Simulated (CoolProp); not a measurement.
Vapour-liquid equilibrium of n-hexane (1) + dimethyl carbonate (2) at 69.35 °C; x and y are mole fractions of (1).

The numbers come from the multi-fluid Helmholtz-energy mixture model, Thol 2019 and Zhou 2011; pair parameters Bell 2016 in CoolProp.

### Question
Give the bubble pressure and the first vapour's composition at x = 0.35, 0.65, 0.85. Is there an azeotrope?

### Answer
x = 0.35: 1.063 bar, y = 0.621; x = 0.65: 1.128 bar, y = 0.703; x = 0.85: 1.121 bar, y = 0.810. y crosses x between x = 0.65 and 0.75: the model has an azeotrope there.

Pair parameters are fitted to limited data, so mixtures are less certain than the pure fluids. With so large a gap from Raoult's law the liquid may split in two, which this calculation doesn't test in full.
